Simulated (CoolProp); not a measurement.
Vapour-liquid equilibrium of R13 (1) + R11 (2) at -16.45 °C; x and y are mole fractions of (1).

The numbers come from the multi-fluid Helmholtz-energy mixture model, Platzer 1990 and Jacobsen 1992; pair parameters Bell 2016 in CoolProp. This equation is an older, rougher fit; its heat capacities, sound speeds and derivatives of the liquid may be far off and weren't checked against measurements.

```json
[
 {"x": "0.05", "bubble pressure (kPa)": "116.2", "y at the bubble point": "0.839", "dew pressure at overall composition x (kPa)": "19.81", "liquid density (mol/L)": "11.51"},
 {"x": "0.15", "bubble pressure (kPa)": "290.3", "y at the bubble point": "0.937", "dew pressure at overall composition x (kPa)": "22.14", "liquid density (mol/L)": "11.67"},
 {"x": "0.25", "bubble pressure (kPa)": "439.0", "y at the bubble point": "0.960", "dew pressure at overall composition x (kPa)": "25.08", "liquid density (mol/L)": "11.81"},
 {"x": "0.35", "bubble pressure (kPa)": "566.0", "y at the bubble point": "0.970", "dew pressure at overall composition x (kPa)": "28.93", "liquid density (mol/L)": "11.94"},
 {"x": "0.45", "bubble pressure (kPa)": "676.0", "y at the bubble point": "0.976", "dew pressure at overall composition x (kPa)": "34.17", "liquid density (mol/L)": "12.04"},
 {"x": "0.55", "bubble pressure (kPa)": "774.2", "y at the bubble point": "0.981", "dew pressure at overall composition x (kPa)": "41.73", "liquid density (mol/L)": "12.12"},
 {"x": "0.65", "bubble pressure (kPa)": "866.8", "y at the bubble point": "0.984", "dew pressure at overall composition x (kPa)": "53.60", "liquid density (mol/L)": "12.17"},
 {"x": "0.75", "bubble pressure (kPa)": "960.7", "y at the bubble point": "0.988", "dew pressure at overall composition x (kPa)": "74.91", "liquid density (mol/L)": "12.16"},
 {"x": "0.85", "bubble pressure (kPa)": "1064", "y at the bubble point": "0.992", "dew pressure at overall composition x (kPa)": "124.3", "liquid density (mol/L)": "12.08"},
 {"x": "0.95", "bubble pressure (kPa)": "1190", "y at the bubble point": "0.997", "dew pressure at overall composition x (kPa)": "359.9", "liquid density (mol/L)": "11.89"}
]
```

No azeotrope shows between x = 0.05 and 0.95.

The pair parameters rest on a limited set of measurements; away from them the model extrapolates. The gap from Raoult's law changes sign with composition, which may be real or a fault of the pair parameters; it wasn't checked against measurements.
